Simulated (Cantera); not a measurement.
A perfectly stirred reactor is fed with NO : N2 = 1 : 0.39 (molar parts), at 0.967 atm; it is held at 2023 K, and followed from long to short residence time.

Detailed kinetics in Cantera: GRI-Mech 3.0 (53 species, 325 reactions).

One state of this run: x NO = 0.567; x O2 = 0.0757; x NO2 = 0.000582; x N2 = 0.357; x O = 0.000241; x N2O = 0.000145. x: mole fraction; the columns are a selection and need not sum to one.

**Question.** Which value of τ (s) does it belong to?
A) 0.0081
B) 0.12
C) 0.0033
D) 0.050

**Answer.** B, 0.12
